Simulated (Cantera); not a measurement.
Thermodynamics of carbothermic reduction, feed Ta₂O₅ + CO + CH₄

Charge: 1 mol Ta₂O₅, 14 mol CO, 0.92 mol CH₄, equilibrated at 2300 K and 7.50 Torr.

Cantera equilibrium calculation (NASA polynomials, part measured and part estimated; ideal gas, pure solids and liquids). Candidate condensed phases: C, C₆H₆, C₇H₈, C₈H₁₈, H₂O, Ta, TaC, Ta₂O₅; 113 gas species. Mutual solubility and eutectic melting of coexisting phases are not modelled. Condensed phases not in the tables: Ta₂C, N, O or C dissolved in the metal. Kinetics and transport are ignored.

x(CO): 0.869
x(H₂): 0.0921
x(H): 0.0294
x(TaO₂): 0.00700
x(TaO): 0.00155
x(CO₂): 0.000753
x(H₂O): 0.000447
x(OH): 2.30e-5
x(O): 5.00e-6
n(Ta(s)): 0.336 mol
n(Ta₂O₅(l)): 0.758 mol
gas amount: 17.16 mol
log10 activity of TaC(s) (absent): -0.94
log10 activity of C(graphite) (absent): -4.13
